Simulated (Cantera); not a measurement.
Cantera run:

```python
import numpy as np
import cantera as ct

gas_names = """
    O2 N2
""".split()
cond_names = """
    Zr(b) ZrN(s) ZrO2(b)
""".split()


# ... load() reads the species with a 1 bar reference pressure and builds the phases ...
species = {s.name: s for s in load("nasa_gas.yaml", gas_names) + load("nasa_condensed.yaml", cond_names)}
T = 1700
g = {n: (s.thermo.h(T) - T * s.thermo.s(T)) / (ct.gas_constant * T * np.log(10)) for n, s in species.items()}
valid = cond_names  # the entries whose range holds T


def stable(la, lb):
    # potentials (over RT ln 10) of the two non-metals from log10 p(O2) and log10 p(N2) in bar
    mu = {}
    mu["O"] = (g["O2"] + la) / 2
    mu["N"] = (g["N2"] + lb) / 2
    cost = {}
    for n in valid:
        c = species[n].composition
        cost[n] = (g[n] - sum(c.get(e, 0) * m for e, m in mu.items())) / c["Zr"]
    return min(cost, key=cost.get)


results = []
for lb in [1, 0, -1, -2, -3, -4, -5, -6, -7, -8, -9, -10, -11, -12, -13]:
    row = [stable(la, lb) for la in [-19, -18.1, -17.2, -16.3, -15.4, -14.5, -13.5, -12.6, -11.7, -10.8, -9.9, -9, -8.1, -7.2, -6.3, -5.4, -4.5, -3.5, -2.6, -1.7, -0.8, 0.1, 1]]
    results.append(row)
    print(f"{lb:6.1f}  " + " ".join(f"{valid.index(n):x}" for n in row))
print("key: " + ", ".join(f"{i:x} {n}" for i, n in enumerate(valid)))
```

Output:

```
   1.0  1 1 1 2 2 2 2 2 2 2 2 2 2 2 2 2 2 2 2 2 2 2 2
   0.0  1 1 2 2 2 2 2 2 2 2 2 2 2 2 2 2 2 2 2 2 2 2 2
  -1.0  1 1 2 2 2 2 2 2 2 2 2 2 2 2 2 2 2 2 2 2 2 2 2
  -2.0  1 2 2 2 2 2 2 2 2 2 2 2 2 2 2 2 2 2 2 2 2 2 2
  -3.0  2 2 2 2 2 2 2 2 2 2 2 2 2 2 2 2 2 2 2 2 2 2 2
  -4.0  2 2 2 2 2 2 2 2 2 2 2 2 2 2 2 2 2 2 2 2 2 2 2
  -5.0  2 2 2 2 2 2 2 2 2 2 2 2 2 2 2 2 2 2 2 2 2 2 2
  -6.0  2 2 2 2 2 2 2 2 2 2 2 2 2 2 2 2 2 2 2 2 2 2 2
  -7.0  2 2 2 2 2 2 2 2 2 2 2 2 2 2 2 2 2 2 2 2 2 2 2
  -8.0  2 2 2 2 2 2 2 2 2 2 2 2 2 2 2 2 2 2 2 2 2 2 2
  -9.0  2 2 2 2 2 2 2 2 2 2 2 2 2 2 2 2 2 2 2 2 2 2 2
 -10.0  2 2 2 2 2 2 2 2 2 2 2 2 2 2 2 2 2 2 2 2 2 2 2
 -11.0  2 2 2 2 2 2 2 2 2 2 2 2 2 2 2 2 2 2 2 2 2 2 2
 -12.0  2 2 2 2 2 2 2 2 2 2 2 2 2 2 2 2 2 2 2 2 2 2 2
 -13.0  2 2 2 2 2 2 2 2 2 2 2 2 2 2 2 2 2 2 2 2 2 2 2
key: 0 Zr(b), 1 ZrN(s), 2 ZrO2(b)
```

Standard-state values (1 bar) from the NASA 1993 polynomials, evaluated with Cantera. ZrN: taken at fixed stoichiometry.
